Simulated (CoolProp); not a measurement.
Vapour-liquid equilibrium of ethylbenzene (1) + o-xylene (2) at 1160 kPa; x and y are mole fractions of (1).

The numbers come from the multi-fluid Helmholtz-energy mixture model, Zhou 2012 and Zhou 2012; pair parameters Bell 2016 in CoolProp.

| x | bubble temperature, mixture model (K) | bubble temperature, Raoult's law (K) | y, mixture model | y, Raoult's law |
|---|---|---|---|---|
| 0.05 | 540.4 | 540.4 | 0.055 | 0.057 |
| 0.15 | 539.4 | 539.4 | 0.164 | 0.169 |
| 0.25 | 538.3 | 538.4 | 0.271 | 0.277 |
| 0.35 | 537.3 | 537.4 | 0.375 | 0.383 |
| 0.45 | 536.3 | 536.4 | 0.477 | 0.485 |
| 0.55 | 535.2 | 535.5 | 0.577 | 0.585 |
| 0.65 | 534.3 | 534.6 | 0.674 | 0.682 |
| 0.75 | 533.3 | 533.6 | 0.768 | 0.776 |
| 0.85 | 532.5 | 532.7 | 0.861 | 0.867 |
| 0.95 | 531.7 | 531.8 | 0.954 | 0.956 |

The largest gap from Raoult's law is -0.3 K in bubble temperature, at x = 0.65. No azeotrope shows between x = 0.05 and 0.95.

Pair parameters are fitted to limited data, so mixtures are less certain than the pure fluids.
